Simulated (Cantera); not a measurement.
An adiabatic, constant-pressure homogeneous reactor starts with H2 : O2 : N2 : NO = 1 : 0.294 : 1.11 : 0.008 (molar parts), at 1750 K and 2550 Torr. Integrator tolerance rtol = 1e-08.

Detailed kinetics in Cantera: GRI-Mech 3.0 (53 species, 325 reactions). The hydrogen kinetics of GRI-Mech 3.0 are dated; newer H2 mechanisms differ, most at raised pressure. Above 3000 K some thermodynamic fits are extrapolated.

What does this change do: N2 1.11 to 2.1 parts?


```tsv
quantity	before	after
time of steepest temperature rise	2.04 µs	2.91 µs
temperature at 3.00 s	3031 K	2809 K
equilibrium temperature	3031 K	2809 K
x(H2) at 3.00 s	0.182 (gas-phase equilibrium 0.182)	0.126 (gas-phase equilibrium 0.126)
x(O2) at 3.00 s	0.00134 (gas-phase equilibrium 0.00134)	0.000310 (gas-phase equilibrium 0.000310)
x(NO) at 3.00 s	0.00319 (gas-phase equilibrium 0.00319)	0.00132 (gas-phase equilibrium 0.00132)
x(OH) at 3.00 s	0.0185 (gas-phase equilibrium 0.0185)	0.00663 (gas-phase equilibrium 0.00663)
x(HO2) at 3.00 s	2.15e-6 (gas-phase equilibrium 2.15e-6)	4.01e-7 (gas-phase equilibrium 4.01e-7)
x(H) at 3.00 s	0.0405 (gas-phase equilibrium 0.0405)	0.0164 (gas-phase equilibrium 0.0164)
```
